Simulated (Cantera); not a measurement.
Feed: 1 mol HF, 0.2 mol O2, equilibrated at 3225 °C and 0.950 bar.

Equilibrium computed with Cantera from the NASA thermochemical tables; the gas is ideal and each condensed phase is pure. Candidate condensed phases: H2O; 22 gas species. Equilibrium is a limit: real reactors are often held back by kinetics, nucleation or transport.

Base state: HF 0.649, O 0.130, F 0.0819, O2 0.0666, H 0.0388, OH 0.0238, H2O 0.00551, H2 0.00414 (mole fractions); condensed: gas only.

Q: What changes in the equilibrium state with this change: O2 from 0.2 to 1.9 mol?

A: 
```json
[
 {"species": "O2", "before": "0.0666", "after": "0.364"},
 {"species": "O", "before": "0.130", "after": "0.304"},
 {"species": "HF", "before": "0.649", "after": "0.224"},
 {"species": "H", "before": "0.0388", "after": "0.0195"},
 {"species": "F", "before": "0.0819", "after": "0.0561"},
 {"species": "OH", "before": "0.0238", "after": "0.0280"},
 {"species": "H2", "before": "0.00414", "after": "0.00105"},
 {"species": "HO2", "before": "9.06e-6", "after": "2.49e-5"}
]
```
